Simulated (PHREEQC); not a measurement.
Make-up at 50 °C: 0.19 mol/kgw Cu(NO3)2, 0.068 mol/kgw AlCl3 and 0.00032 mol/kgw HBF4. Closed to the air; pH follows from the charge balance.

Model: ion-association model, phreeqc.dat, run in PHREEQC.

No solid was allowed to form.

**Question.** Order these Cu species by the share of Cu that they hold, largest first: CuCl2, CuCl+, Cu+2.

**Answer.** Cu+2 (78 %), CuCl+ (21 %), CuCl2 (0.69 %)

The pH is 2.82 and the ionic strength 0.890 mol/kgw. Caution: at this ionic strength the ion-association model is outside its range; a Pitzer model would be the better tool where its parameters exist. Constants without temperature data keep their 25 °C values here. Real BF4- forms and hydrolyses slowly; the run takes it at equilibrium. Fluoro complexes past AlF4- and FeF3 are missing from the database.
